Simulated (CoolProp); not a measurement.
Saturation properties of hexamethyldisiloxane (MM).

Computed with CoolProp (reference Helmholtz-energy equation of state, Thol 2016).

| T (K) | p (MPa) | vapour density (kg/m³) | enthalpy of vaporisation (kJ/kg) |
|---|---|---|---|
| 308.4 | 0.009178 | 0.5880 | 224.2 |
| 326.7 | 0.02030 | 1.239 | 215.8 |
| 345 | 0.04051 | 2.372 | 207.1 |
| 363.2 | 0.07401 | 4.193 | 198.1 |
| 381.5 | 0.1265 | 6.995 | 188.5 |
| 399.8 | 0.2041 | 11.12 | 178.2 |
| 418 | 0.3129 | 17.01 | 166.9 |
| 436.3 | 0.4620 | 25.41 | 154.3 |

It boils at 373.7 K under 1 atm.
